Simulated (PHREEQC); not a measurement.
Synthetic water in mmol/kgw, 25 °C, pH 6.81, pe 12.2:

```json
[
 {"constituent": "Na", "mmol/kgw": "106"},
 {"constituent": "K", "mmol/kgw": "22.6"},
 {"constituent": "Ca", "mmol/kgw": "4.89"},
 {"constituent": "Mg", "mmol/kgw": "11.4"},
 {"constituent": "Cl", "mmol/kgw": "138"},
 {"constituent": "S(6)", "mmol/kgw": "10.9"},
 {"constituent": "Alkalinity (meq/kgw)", "mmol/kgw": "0.17"},
 {"constituent": "B", "mmol/kgw": "0.579"}
]
```

Valence states are taken as typed.

Equilibrium calculation in PHREEQC: ion-association model, wateq4f.dat.

### Question
The ionic strength comes out as 0.176 mol/kgw. What activity coefficients do NaSO4-, KSO4-, Na+, Cl-, Ca+2 get?

### Answer
NaSO4- 0.75, KSO4- 0.75, Na+ 0.75, Cl- 0.72, Ca+2 0.33.

No solid was allowed to form.
